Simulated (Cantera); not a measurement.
Feed: 1 mol TiO2, 3.3 mol CH4, 0.38 mol CO, held at 1273.15 K and 33.0 Torr.

These are equilibrium values from Cantera (NASA tables, ideal gas, pure condensed phases), not measurements of a reactor. Candidate condensed phases: C, C6H6, C7H8, C8H18, H2O, Ti, TiC, TiO, TiO2, Ti2O3, Ti3O5, Ti4O7; 113 gas species. Mutual solubility and eutectic melting of coexisting phases are not modelled. TiC: taken at fixed stoichiometry. Kinetics and transport are ignored.

Base state: H2 0.855, CO 0.145, CH4 0.000302, H2O 6.47e-5 (mole fractions); condensed: C(graphite) + TiC(s) + Ti3O5(s).

What changes in the equilibrium state with this change: temperature from 1273.15 K to 1175 K?


```csv
species,before,after
H2,0.855,0.912
CO,0.145,0.0871
CH4,0.000302,0.000701
H2O,6.47e-5,0.000121
"C(graphite), mol",2.32,3.05
"TiC(s), mol",0.243,0
"Ti3O5(s), mol",0.252,0
"Ti4O7(s), mol",0,0.250
```
Condensed phases not in the tables: Magnéli phases beyond Ti4O7.
